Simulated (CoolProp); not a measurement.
Vapour-liquid equilibrium of carbon dioxide (1) + CHF3 (R23) (2) at 0.838 MPa; x and y are mole fractions of (1).

The numbers come from the multi-fluid Helmholtz-energy mixture model, Span 1996 and Penoncello 2003; pair parameters Bell 2016 in CoolProp.

```csv
x,bubble temperature (°C),y at the bubble point,dew temperature at overall composition x (°C),liquid density (mol/L)
0.05,-36.1,0.072,…,18.12
0.15,-37.7,0.207,-37.0,18.75
0.25,-39.1,0.327,-38.2,19.42
0.35,-40.3,0.436,-39.3,20.11
0.45,-41.4,0.534,-40.5,20.84
0.55,-42.3,0.624,-41.6,…
0.65,…,0.708,…,22.44
0.75,-43.8,…,-43.5,23.32
0.85,-44.3,0.871,-44.2,24.25
0.95,-44.7,0.955,-44.6,25.26
```

Q: What belongs in the gaps?

A: 
- 0.05, dew temperature at overall composition x (°C): -35.9
- 0.55, liquid density (mol/L): 21.62
- 0.65, bubble temperature (°C): -43.1
- 0.65, dew temperature at overall composition x (°C): -42.6
- 0.75, y at the bubble point: 0.789

No azeotrope shows between x = 0.05 and 0.95.

The pair parameters rest on a limited set of measurements; away from them the model extrapolates.
